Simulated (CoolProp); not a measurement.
Properties of R142b along the isobar 1.01 bar.

Model: reference Helmholtz-energy equation of state, Lemmon 2006, in CoolProp. It is a short technical equation, of lower accuracy than the large ones.

```json
[
 {"T (°C)": "96.35", "phase": "gas", "expansivity (1/kK)": "2.819", "viscosity (µPa s)": "12.9", "conductivity (mW/(m K))": "16.5"},
 {"T (°C)": "110.15", "phase": "gas", "expansivity (1/kK)": "2.704", "viscosity (µPa s)": "13.4", "conductivity (mW/(m K))": "17.6"},
 {"T (°C)": "123.85", "phase": "gas", "expansivity (1/kK)": "2.601", "viscosity (µPa s)": "13.8", "conductivity (mW/(m K))": "18.7"},
 {"T (°C)": "137.65", "phase": "gas", "expansivity (1/kK)": "2.505", "viscosity (µPa s)": "14.3", "conductivity (mW/(m K))": "19.8"},
 {"T (°C)": "151.45", "phase": "gas", "expansivity (1/kK)": "2.416", "viscosity (µPa s)": "14.7", "conductivity (mW/(m K))": "21.0"},
 {"T (°C)": "165.25", "phase": "gas", "expansivity (1/kK)": "2.335", "viscosity (µPa s)": "15.2", "conductivity (mW/(m K))": "22.2"},
 {"T (°C)": "179.05", "phase": "gas", "expansivity (1/kK)": "2.258", "viscosity (µPa s)": "15.6", "conductivity (mW/(m K))": "23.4"},
 {"T (°C)": "192.75", "phase": "gas", "expansivity (1/kK)": "2.188", "viscosity (µPa s)": "16.0", "conductivity (mW/(m K))": "24.6"}
]
```

Viscosity comes from a separate model (Huber 2003), an estimate that may be off by 10 % or more. Thermal conductivity comes from a separate model (Huber 2003), an estimate that may be off by 10 % or more.
